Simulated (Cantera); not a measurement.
# Boron, boron nitride and boron oxide: B + O2 + H2

Input: 1 mol B, 3.2 mol O2, 9.6 mol H2, equilibrated at 0.133 bar.

Equilibrium computed with Cantera from the NASA thermochemical tables; the gas is ideal and each condensed phase is pure. Candidate condensed phases: B, B2O3, B3O3H3, H2O; 23 gas species. Gases not in the tables: H3BO3. The numbers say what is thermodynamically allowed, not how fast it happens.

From 1373 K to 1573 K the condensed part is B2O3(l). From 1623 K to 2023 K nothing is condensed.

| T (K) | log p H2O | log p H2 | log p HBO2 | log p H | log p B2O3 | log p (HBO2)3 | log p HBO | log p OH | n B2O3(l) |
|---|---|---|---|---|---|---|---|---|---|
| 1373 | -1.18 | -1.19 | -2.74 | -6.07 | -5.90 | -3.95 | -6.39 | -7.81 | 0.422 |
| 1423 | -1.18 | -1.19 | -2.52 | -5.77 | -5.39 | -4.02 | -6.01 | -7.43 | 0.379 |
| 1473 | -1.19 | -1.19 | -2.32 | -5.49 | -4.91 | -4.09 | -5.66 | -7.08 | 0.313 |
| 1523 | -1.21 | -1.20 | -2.13 | -5.23 | -4.46 | -4.17 | -5.33 | -6.75 | 0.216 |
| 1573 | -1.22 | -1.20 | -1.96 | -4.99 | -4.05 | -4.25 | -5.02 | -6.46 | 0.0752 |
| 1623 | -1.23 | -1.21 | -1.89 | -4.76 | -3.85 | -4.60 | -4.82 | -6.17 | 0 |
| 1673 | -1.23 | -1.21 | -1.89 | -4.55 | -3.80 | -5.11 | -4.71 | -5.89 | 0 |
| 1723 | -1.23 | -1.21 | -1.89 | -4.34 | -3.75 | -5.60 | -4.61 | -5.63 | 0 |
| 1773 | -1.23 | -1.21 | -1.89 | -4.15 | -3.71 | -6.06 | -4.51 | -5.38 | 0 |
| 1823 | -1.23 | -1.21 | -1.90 | -3.97 | -3.67 | -6.50 | -4.42 | -5.15 | 0 |
| 1873 | -1.23 | -1.21 | -1.90 | -3.79 | -3.63 | -6.91 | -4.33 | -4.93 | 0 |
| 1923 | -1.23 | -1.21 | -1.90 | -3.63 | -3.60 | -7.30 | -4.25 | -4.72 | 0 |
| 1973 | -1.23 | -1.21 | -1.90 | -3.47 | -3.57 | -7.67 | -4.17 | -4.52 | 0 |
| 2023 | -1.23 | -1.21 | -1.90 | -3.33 | -3.54 | -8.02 | -4.10 | -4.33 | 0 |
log p: log10 of the partial pressure in bar; n: condensed amount in mol.
